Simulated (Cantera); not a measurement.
Input: 1 mol CF4, 0.57 mol H2, at 133 Pa.

Cantera equilibrium calculation (NASA polynomials, part measured and part estimated; ideal gas, pure solids and liquids). Candidate condensed phases: C, C6H6, C7H8, C8H18; 95 gas species. Gases not in the tables: C2F6 and larger saturated fluorocarbons. Equilibrium is a limit: real reactors are often held back by kinetics, nucleation or transport.

What share of the C ends up in condensed phases as a function of T (K), at 1875, 1975, 2075, 2175, 2275, 2375, 2475, 2575?


```tsv
T (K)	C condensed (%)	as
1875	24.4	C(graphite)
1975	19.8	C(graphite)
2075	14.8	C(graphite)
2175	18.2	C(graphite)
2275	34.9	C(graphite)
2375	53.8	C(graphite)
2475	67.5	C(graphite)
2575	73.9	C(graphite)
```
